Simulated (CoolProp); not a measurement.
A Linde-Hampson liquefier for CF4 (R14): isothermal reversible compression at 320 K from 1 atm to 5 MPa, throttling to 1 atm, return gas leaving the recuperator 10 K below the feed. Each further row changes one setting.

The numbers come from the reference Helmholtz-energy equation of state, Platzer 1990 in CoolProp. This equation is an older, rougher fit; its heat capacities, sound speeds and derivatives of the liquid may be far off and weren't checked against measurements.

```
case                        liquid yield per pass  compression work (kJ/kg of gas)
--------------------------  ---------------------  -------------------------------
as stated                                   0.043                              114
high pressure 10 MPa                        0.118                              131
warm-end temperature 350 K                  0.026                              126
warm-end gap 15 K                           0.028                              114
```
